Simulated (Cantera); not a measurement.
# Equilibrium for abatement and gas-phase synthesis: NH3 + H2 + O2

Charge: 1 mol NH3, 8.5 mol H2, 1 mol O2, equilibrated at 12.0 Pa.

These are equilibrium values from Cantera (NASA tables, ideal gas, pure condensed phases), not measurements of a reactor. Candidate condensed phases: H2O; 24 gas species. Kinetics and transport are ignored.

From 1198 K to 1998 K nothing is condensed.

```csv
T (K),log p H2,log p H2O,log p H,log p N2
1198,-4.04,-4.64,-8.74,-5.24
1298,-4.04,-4.64,-7.99,-5.24
1398,-4.04,-4.64,-7.34,-5.24
1498,-4.04,-4.64,-6.78,-5.24
1598,-4.04,-4.64,-6.29,-5.24
1698,-4.04,-4.64,-5.86,-5.25
1798,-4.05,-4.65,-5.48,-5.25
1898,-4.07,-4.66,-5.14,-5.26
1998,-4.10,-4.68,-4.85,-5.27
```
log p: log10 of the partial pressure in bar; nothing condenses.
